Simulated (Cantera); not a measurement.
## Equilibrium for metals in furnace atmospheres: Pb + H₂S + N₂

Charge: 1 mol Pb, a varied amount of H₂S, 41 mol N₂, at 1925 K and 0.0260 bar.

Equilibrium computed with Cantera from the NASA thermochemical tables; the gas is ideal and each condensed phase is pure. Candidate condensed phases: Pb, PbS, S; 18 gas species. The numbers say what is thermodynamically allowed, not how fast it happens.

```tsv
n(H₂S) (mol)	log p N₂	log p Pb	log p H₂	log p PbS	log p S₂	log p S
0.0069	-1.60	-3.21	-5.47	-5.44	-7.20	-6.32
0.01	-1.60	-3.21	-5.29	-5.28	-6.89	-6.16
0.015	-1.60	-3.21	-5.10	-5.12	-6.55	-5.99
0.023	-1.60	-3.22	-4.90	-4.95	-6.20	-5.82
0.033	-1.60	-3.22	-4.74	-4.81	-5.92	-5.68
0.05	-1.60	-3.22	-4.55	-4.65	-5.60	-5.52
0.074	-1.60	-3.23	-4.38	-4.51	-5.31	-5.37
0.11	-1.60	-3.24	-4.20	-4.38	-5.03	-5.23
0.16	-1.60	-3.25	-4.03	-4.27	-4.77	-5.11
0.24	-1.60	-3.26	-3.86	-4.15	-4.51	-4.98
0.36	-1.60	-3.28	-3.68	-4.04	-4.27	-4.85
```
log p: log10 of the partial pressure in bar; nothing condenses.

From 0.0069 mol H₂S to 0.36 mol H₂S nothing is condensed. The main Pb-bearing gas is Pb throughout.
